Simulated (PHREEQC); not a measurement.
Make-up at 65 °C: 85 mmol/kgw NH3 and 0.0011 mmol/kgw H4SiO4. Closed to the air; pH follows from the charge balance.

All values are PHREEQC results (ion-association model, phreeqc.dat), not measurements.

No solid was allowed to form.

Problem. Estimate the pH, specific conductance, ionic strength.

Solution. pH 10.00; specific conductance 706 µS/cm; ionic strength 0.00130 mol/kgw.

Problem. In which forms is Si present?

Solution. H3SiO4- 82 %, H4SiO4 18 % of the Si.

At this temperature some constants are extrapolated from 25 °C, and those without enthalpy data are left unchanged.
